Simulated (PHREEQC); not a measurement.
1 kg of water holding 0.41 mol/kgw CaCl2, 0.43 mol/kgw NaCl and 0.006 mol/kgw KCl is evaporated at 25 °C; the solids stay in contact with the brine. CO2 from the air is kept out. Solids allowed: Halite, Portlandite, Sylvite. Others were left out.

The series has 14 steps of water left (kg), from 1 to 0.07809.

All values are PHREEQC results (Pitzer model, pitzer.dat), not measurements.

### Question
Which solids form, in which order, and at which step of the series does each first stand?

### Answer
Halite from water left = 0.1711 kg.

Species that the database lacks are ignored.
